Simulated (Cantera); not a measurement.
A perfectly stirred reactor is fed with 14.7 % H2, 8.85 % O2, 76.1 % N2, 0.353 % NO, at 1.00 bar; it is adiabatic with a 525 K inlet, and is followed from long to short residence time, starting on the burning branch (τ in s: 0.21, 0.087, 0.035, 0.014, 0.0059, 0.0024, 0.00099, 0.0004, 0.00016, 6.7e-05, 2.8e-05).

Computed with Cantera and GRI-Mech 3.0 (53 species, 325 reactions). The mechanism lacks 2 NO + O2 → 2 NO2 and HONO, so NO2 and the effect of NO are under-described below about 1400 K.

Question: Predict: blow-out, bracketed by the residence times tried; x(H2) at τ = 0.210 s; x(O2) at τ = 0.210 s; x(NO) at τ = 0.210 s; x(H2O2) at τ = 0.210 s; x(N2O) at τ = 0.210 s; x(H2) at τ = 2.40 ms; x(O2) at τ = 2.40 ms; x(NO) at τ = 2.40 ms; x(H2O2) at τ = 2.40 ms; x(N2O) at τ = 2.40 ms.

Answer: 
```
Quantity                                                                      Result
------------------------------------------------  ----------------------------------
blow-out, bracketed by the residence times tried  burning at 67.0 µs, out at 28.0 µs
x(H2) at τ = 0.210 s                                                        0.000330
x(O2) at τ = 0.210 s                                                          0.0162
x(NO) at τ = 0.210 s                                                         0.00372
x(H2O2) at τ = 0.210 s                                                       8.88e-8
x(N2O) at τ = 0.210 s                                                        4.94e-7
x(H2) at τ = 2.40 ms                                                         0.00522
x(O2) at τ = 2.40 ms                                                          0.0181
x(NO) at τ = 2.40 ms                                                         0.00371
x(H2O2) at τ = 2.40 ms                                                       6.83e-7
x(N2O) at τ = 2.40 ms                                                        5.59e-7
```
